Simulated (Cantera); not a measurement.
A closed system holds: 1 mol Si2Cl6, 19 mol H2, at 7.50 Torr.

These are equilibrium values from Cantera (NASA tables, ideal gas, pure condensed phases), not measurements of a reactor. Candidate condensed phases: Si; 19 gas species. The feed counts by its element totals alone. The tables' values for SiCl3 are old estimates; treat these amounts as uncertain. The numbers say what is thermodynamically allowed, not how fast it happens.

x: gas mole fraction; n: condensed amount in mol.

| T (K) | x H2 | x HCl | x SiCl2 | x SiCl4 | x SiHCl3 | n Si(s) |
|---|---|---|---|---|---|---|
| 923 | 0.912 | 0.0158 | 0.000392 | 0.0591 | 0.0122 | 0.508 |
| 973 | 0.905 | ? | ? | 0.0563 | 0.0115 | 0.548 |
| 1023 | 0.895 | 0.0372 | 0.00274 | 0.0519 | 0.0106 | 0.593 |
| 1073 | 0.882 | 0.0525 | 0.00609 | 0.0456 | 0.00939 | 0.637 |
| 1123 | 0.866 | 0.0703 | 0.0120 | 0.0374 | 0.00789 | 0.667 |
| 1173 | 0.849 | 0.0888 | 0.0211 | 0.0276 | 0.00614 | 0.671 |
| 1223 | 0.831 | 0.105 | 0.0325 | 0.0177 | 0.00431 | 0.646 |
| 1273 | 0.818 | 0.118 | ? | ? | ? | 0.603 |
| 1323 | 0.808 | 0.125 | 0.0531 | 0.00470 | 0.00154 | 0.558 |
| 1373 | 0.804 | 0.129 | 0.0594 | 0.00211 | 0.000833 | 0.521 |
| 1423 | 0.801 | 0.130 | 0.0635 | 0.000935 | 0.000448 | 0.492 |

**Question.** Some entries are withheld; supply them.

**Answer.** 
- 973, x HCl: 0.0249
- 973, x SiCl2: 0.00110
- 1273, x SiCl2: 0.0440
- 1273, x SiCl4: 0.00973
- 1273, x SiHCl3: 0.00270
